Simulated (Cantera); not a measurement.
Input: 1 mol FeS, 1.2 mol SO2, 0.38 mol CO2, at 800 °C and 13.3 mbar.

These are equilibrium values from Cantera (NASA tables, ideal gas, pure condensed phases), not measurements of a reactor. Candidate condensed phases: C, Fe, Fe(CO)5, FeO, FeS, FeSO4, FeS2, Fe2O3, Fe2(SO4)3, Fe3O4, S; 25 gas species. Mutual solubility and eutectic melting of coexisting phases are not modelled. FeS: taken at fixed stoichiometry. Gases not in the tables: S3 to S7. Kinetics and transport are ignored.

Base state: SO2 0.700, CO2 0.235, S2 0.0605, CO 0.00198, S2O 0.00196, SO 0.000218, COS 0.000115 (mole fractions); condensed: FeS(s) + Fe3O4(s).

Q: What changes in the equilibrium state with this change: temperature from 800 °C to 1427 °C?

A: 
| species | before | after |
|---|---|---|
| SO2 | 0.700 | 0.400 |
| S2 | 0.0605 | 0.355 |
| CO | 0.00198 | 0.105 |
| CO2 | 0.235 | 0.0952 |
| SO | 0.000218 | 0.0387 |
| Fe | <1e-9 | 7.12e-5 |
| S | 8.66e-8 | 0.00163 |
| COS | 0.000115 | 0.000382 |
| S2O | 0.00196 | 0.00475 |
| FeS(s), mol | 0.880 | 0 |
| Fe3O4(s), mol | 0.0401 | 0 |
| FeO(l), mol | 0 | 1.000 |
The tables' stoichiometric FeO is somewhat more stable than real wüstite, so its field is too wide. FeO: taken at fixed stoichiometry.

Q: What changes in the equilibrium state with this change: FeS replaced by MgCO3?

A: 
| species | before | after |
|---|---|---|
| CO2 | 0.235 | 0.535 |
| SO2 | 0.700 | 0.465 |
| SO3 | 4.18e-8 | 1.13e-5 |
| S2 | 0.0605 | <1e-9 |
| S2O | 0.00196 | <1e-9 |
| COS | 0.000115 | <1e-9 |
| FeS(s), mol | 0.880 | 0 |
| Fe3O4(s), mol | 0.0401 | 0 |
| MgO(s), mol | 0 | 1.00 |
Further candidate phases: Mg, MgCO3, MgO, MgS, MgSO4.
